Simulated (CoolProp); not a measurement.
Vapour-liquid equilibrium of n-heptane (1) + m-xylene (2) at 115 kPa; x and y are mole fractions of (1).

Computed with CoolProp (multi-fluid Helmholtz-energy mixture model, Span 2003 and Zhou 2012; pair parameters Bell 2016).

```
x     bubble temperature, mixture model (K)  bubble temperature, Raoult's law (K)  y, mixture model  y, Raoult's law
----  -------------------------------------  ------------------------------------  ----------------  ---------------
0.05                                  412.5                                 413.6             0.152            0.131
0.2                                   402.1                                 404.7             0.449            0.426
0.35                                  394.8                                 397.4             0.625            0.622
0.5                                   389.3                                 391.2             0.746            0.758
0.65                                  384.7                                 385.8             0.838            0.856
0.8                                   380.6                                 381.2             0.914            0.929
0.95                                  377.0                                 377.2             0.980            0.984
```

The largest gap from Raoult's law is -2.6 K in bubble temperature, at x = 0.2. No azeotrope shows between x = 0.05 and 0.95.

The pair parameters rest on a limited set of measurements; away from them the model extrapolates.
